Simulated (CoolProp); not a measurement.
n-hexane along the isobar 179 bar: density (kg/m³) from the reference equation and from simpler models built on Tc = 507.8 K, pc = 30.44 bar, ω = 0.300; each cubic takes its own stable root.

Values from CoolProp's reference Helmholtz-energy equation of state, Thol 2019.

| T (K) | phase | reference |
|---|---|---|
| 205.4 | liquid | 744.8 |
| 211 | liquid | 740.4 |
| 216.5 | liquid | 736.0 |
| 222.1 | liquid | 731.7 |
| 227.6 | liquid | 727.4 |
| 233.2 | liquid | 723.0 |
| 238.8 | liquid | 718.6 |
| 244.3 | liquid | 714.3 |
| 249.9 | liquid | 710.0 |
| 255.4 | liquid | 705.7 |
| 261 | liquid | 701.3 |
| 266.5 | liquid | 697.0 |
| 272.1 | liquid | 692.7 |
| 277.6 | liquid | 688.4 |
| 283.2 | liquid | 684.0 |

### Question
How far does each simpler model (van der Waals, Redlich-Kwong, Soave-Redlich-Kwong, Peng-Robinson) lie from the reference over these 15 states: mean and median of the absolute difference, and the worst?

### Answer
- van der Waals: mean 39.2 %, median 39.3 %, worst -40.3 % at 205.4 K and 179 bar
- Redlich-Kwong: mean 12.0 %, median 12.0 %, worst -12.9 % at 205.4 K and 179 bar
- Soave-Redlich-Kwong: mean 10.6 %, median 10.5 %, worst -11.8 % at 205.4 K and 179 bar
- Peng-Robinson: mean 0.8 %, median 0.8 %, worst +1.5 % at 283.2 K and 179 bar
